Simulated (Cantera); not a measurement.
An isothermal, constant-pressure homogeneous reactor starts with C2H6 : N2 = 1 : 67 (molar parts), at 1850 K and 100.0 Torr. Integrator tolerance rtol = 1e-08.

Model: GRI-Mech 3.0 (53 species, 325 reactions), integrated in Cantera. GRI-Mech 3.0 stops at C3 and has no aromatics, soot or wall deposition, so with more carbon than oxygen in the feed, carbon stays in small species such as C2H2 where larger ones or solid carbon would form.

Problem. What does this change do: pressure from 100.0 Torr to 1.43 Torr?

Solution. 
```tsv
quantity	before	after
x(C2H6) at 10.0 s	1.14e-12 (gas-phase equilibrium <1e-12)	1.02e-11 (gas-phase equilibrium <1e-12)
x(C2H) at 10.0 s	1.35e-6 (gas-phase equilibrium 1.59e-7)	2.89e-6 (gas-phase equilibrium 1.35e-6)
x(C2H4) at 10.0 s	8.94e-7 (gas-phase equilibrium 1.05e-7)	3.19e-8 (gas-phase equilibrium 1.45e-9)
x(CH4) at 10.0 s	1.17e-6 (gas-phase equilibrium 1.05e-6)	1.71e-5 (gas-phase equilibrium 1.43e-8)
x(H2) at 10.0 s	0.0284 (gas-phase equilibrium 0.0284)	0.0283 (gas-phase equilibrium 0.0275)
x(CH2) at 10.0 s	2.12e-9 (gas-phase equilibrium 1.92e-9)	1.42e-7 (gas-phase equilibrium 1.88e-9)
x(H) at 10.0 s	0.000251 (gas-phase equilibrium 0.000251)	0.000536 (gas-phase equilibrium 0.00207)
```
Radical loss at walls, strong at low pressure, is not modelled.
